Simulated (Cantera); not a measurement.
Feed: 1 mol MgCO3, 1.9 mol SO3, 0.22 mol H2O, equilibrated at 1800 Pa.

Method: chemical equilibrium by Gibbs-energy minimisation in Cantera with the NASA 1993 tables (ideal gas, pure condensed phases). Candidate condensed phases: C, C6H6, C7H8, C8H18, H2O, H2SO4, Mg, MgCO3, MgO, Mg(OH)2, MgS, MgSO4, S; 130 gas species. Mutual solubility and eutectic melting of coexisting phases are not modelled. Equilibrium is a limit: real reactors are often held back by kinetics, nucleation or transport.

Task: Which condensed phases are stable at each of these points (T (K)): 1073, 1123, 1173, 1223, 1273, 1323, 1373?

Result: 
```json
[
 {"T (K)": "1073", "condensed phases": "MgSO4(s)", "Mg condensed (%)": "100.0"},
 {"T (K)": "1123", "condensed phases": "MgO(s) + MgSO4(s)", "Mg condensed (%)": "100.0"},
 {"T (K)": "1173", "condensed phases": "MgO(s)", "Mg condensed (%)": "100.0"},
 {"T (K)": "1223", "condensed phases": "MgO(s)", "Mg condensed (%)": "100.0"},
 {"T (K)": "1273", "condensed phases": "MgO(s)", "Mg condensed (%)": "100.0"},
 {"T (K)": "1323", "condensed phases": "MgO(s)", "Mg condensed (%)": "100.0"},
 {"T (K)": "1373", "condensed phases": "MgO(s)", "Mg condensed (%)": "100.0"}
]
```

At 1073 K the condensed part is MgSO4(s). At 1123 K the condensed part is MgO(s) + MgSO4(s). From 1173 K to 1373 K the condensed part is MgO(s).
